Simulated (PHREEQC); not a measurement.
Solution (27 °C): 0.033 mol/kgw NaHCO3, 0.0017 mol/kgw NaOH and 6.4e-05 mol/kgw NaCl. Closed to the air; pH follows from the charge balance.

All values are PHREEQC results (ion-association model, phreeqc.dat), not measurements.

This is a speciation only: nothing precipitates in the calculation.

### Question
Estimate the pH.

### Answer
pH 8.73.

### Question
In which forms is C present?

### Answer
HCO3- 93 %, CO3-2 4.0 %, NaCO3- 1.4 %, NaHCO3 1.2 % of the C.

Species that the database lacks are ignored.
